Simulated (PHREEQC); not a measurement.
## Polishing slurry liquid

Consider water at 51 °C with 0.0015 mol H2SO4, 0.13 mol KNO3 and 0.028 mol H3BO3 per kg of water. Closed to the air; pH follows from the charge balance.

Computed with PHREEQC (ion-association model, wateq4f.dat).

Each row changes one thing in this solution. No solid was allowed to form.

```tsv
case	pH	ionic strength (mol/kgw)	SO4-2 (mol/kgw)	HSO4- (mol/kgw)	H2BO3- (mol/kgw)
as made	2.64	0.133	0.000934	0.000166	1.59e-8
H2SO4 from 0.0015 to 0.00165 mol/kgw	2.60	0.134	0.00102	0.000198	1.45e-8
temperature from 51 to 40 °C	2.63	0.134	0.000994	0.000139	1.31e-8
KNO3 left out	2.61	0.00371	0.00110	0.000397	1.10e-8
diluted 10-fold with water	3.58	0.0134	0.000134	4.50e-6	1.07e-8
H3BO3 from 0.028 to 0.014 mol/kgw	2.64	0.133	0.000934	0.000166	7.94e-9
0.041 mol/kgw CsBr added	2.65	0.174	0.000968	0.000159	1.68e-8
KNO3 from 0.13 to 0.26 mol/kgw	2.65	0.263	0.000835	0.000121	1.84e-8
temperature from 51 to 80 °C	2.66	0.133	0.000771	0.000274	2.58e-8
```

Complexes and solids missing from the database can't appear. At this temperature some constants are extrapolated from 25 °C, and those without enthalpy data are left unchanged.
